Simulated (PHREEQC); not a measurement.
## Spent oxide etchant

Consider water at 65 °C with 0.073 mol NH4HF2, 6.3e-05 mol H2SiF6 and 0.028 mol HBF4 per kg of water. It is in equilibrium with CO2 at log p = -2 (atm). Otherwise closed; pH follows from the charge balance.

Computed with PHREEQC (ion-association model, phreeqc.dat).

| Property | Result |
|---|---|
| pH | 2.97 |
| ionic strength | 0.0743 mol/kgw |
| total alkalinity | -185 meq/kg |

```tsv
species	molality	activity	log γ
HF	0.0873	0.0888	0.007
NH4+	0.0730	0.0551	-0.122
F-	0.0334	0.0257	-0.114
BF4-	0.0277	0.0217	-0.106
HF2-	0.0128	0.0100	-0.106
H+	0.00129	0.00107	-0.083
BF3OH-	0.000260	0.000203	-0.106
CO2	0.000150	0.000153	0.007
SiF6-2	6.30e-5	2.43e-5	-0.413
BF2(OH)2-	1.64e-5	1.29e-5	-0.106
NH3	3.45e-7	3.51e-7	0.007
H3BO3	3.05e-7	3.10e-7	0.007
HCO3-	9.06e-8	7.19e-8	-0.101
BF(OH)3-	5.85e-9	4.58e-9	-0.106
```

This is a speciation only: nothing precipitates in the calculation. At this temperature some constants are extrapolated from 25 °C, and those without enthalpy data are left unchanged. SiF6-2 is the database's only silicon fluoride. Real BF4- forms and hydrolyses slowly; the run takes it at equilibrium.
